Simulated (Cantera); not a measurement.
# Thermodynamics of aluminium nitride and oxide growth, feed AlCl3 + H2O + N2

Feed: 1 mol AlCl3, a varied amount of H2O, 79 mol N2, equilibrated at 1998 K and 750 Torr.

Cantera equilibrium calculation (NASA polynomials, part measured and part estimated; ideal gas, pure solids and liquids). Candidate condensed phases: Al, AlCl3, AlN, Al2O3, H2O, NH4Cl; 45 gas species. The tables' values for AlCl2 are old estimates; treat these amounts as uncertain. Gases not in the tables: Al(OH)3. Kinetics and transport are ignored.

```csv
n(H2O) (mol),x N2,x H2O,x HCl,x AlCl3,x H2,n Al2O3(s)
0.23,0.982,9.09e-7,0.00566,0.00937,2.35e-5,0.0763
0.36,0.980,2.37e-6,0.00880,0.00837,5.93e-5,0.120
0.58,0.977,6.93e-6,0.0140,0.00672,0.000155,0.193
0.91,0.972,2.22e-5,0.0216,0.00431,0.000355,0.302
1.4,0.964,0.000152,0.0325,0.000821,0.000677,0.462
2.3,0.953,0.00952,0.0347,2.02e-6,0.000818,0.500
3.6,0.938,0.0246,0.0343,4.68e-7,0.000952,0.500
5.7,0.915,0.0480,0.0336,1.61e-7,0.00117,0.500
9,0.882,0.0826,0.0325,6.45e-8,0.00146,0.500
14,0.835,0.130,0.0308,2.78e-8,0.00183,0.500
22,0.769,0.197,0.0285,1.18e-8,0.00228,0.500
```
x: gas mole fraction; n: condensed amount in mol.

From 0.23 mol H2O to 22 mol H2O the condensed part is Al2O3(s).
